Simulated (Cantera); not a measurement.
Input: 1 mol Pb, 0.72 mol CO, a varied amount of H2, at 1375 °C and 10.0 Torr.

Method: chemical equilibrium by Gibbs-energy minimisation in Cantera with the NASA 1993 tables (ideal gas, pure condensed phases). Candidate condensed phases: C, C6H6, C7H8, C8H18, H2O, Pb, PbO, PbO2, Pb3O4; 113 gas species. The numbers say what is thermodynamically allowed, not how fast it happens.

At 76 mol H2, list the 4 most abundant gas species with their mole fractions, and the condensed phases.

H2 0.977, Pb 0.0129, CO 0.00926, H 0.000762. Condensed: gas only.
